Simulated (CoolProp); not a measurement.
Properties of normal hydrogen along the isotherm -238.65 °C.

Computed with CoolProp (reference Helmholtz-energy equation of state, Leachman 2009).

```tsv
p (bar)	phase	density (kg/m³)	cp (kJ/(kg K))	cv (kJ/(kg K))	isothermal compressibility (1/MPa)	expansivity (1/kK)
16.2	supercritical	36.78	104.2	7.499	1.813	432.3
32.4	supercritical	55.42	18.80	6.436	0.07430	38.42
48.6	supercritical	60.41	15.04	6.435	0.03964	24.44
64.8	supercritical	63.70	13.45	6.459	0.02750	18.84
81	supercritical	66.24	12.51	6.483	0.02123	15.68
97.2	supercritical	68.33	11.89	6.504	0.01737	13.61
113	supercritical	70.08	11.43	6.521	0.01480	12.15
130	supercritical	71.73	11.06	6.536	0.01280	10.97
```
